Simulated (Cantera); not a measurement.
Input: 1 mol Si₃N₄, 0.0049 mol O₂, 1.1 mol H₂, held at 1248 K and 0.133 bar.

These are equilibrium values from Cantera (NASA tables, ideal gas, pure condensed phases), not measurements of a reactor. Candidate condensed phases: H₂O, Si, SiO₂, Si₂N₂O, Si₃N₄; 35 gas species. Mutual solubility and eutectic melting of coexisting phases are not modelled. The numbers say what is thermodynamically allowed, not how fast it happens.

Base state: H₂ 0.997, N₂ 0.00296 (mole fractions); condensed: Si₂N₂O(s) + Si₃N₄(s).

### Question
What changes in the equilibrium state with this change: O₂ from 0.0049 to 0.068 mol?

### Answer
```
species          before   after
--------------  -------  ------
H₂                0.997   0.960
N₂              0.00296  0.0396
Si₂N₂O(s), mol  0.00980   0.136
Si₃N₄(s), mol     0.993   0.909
```
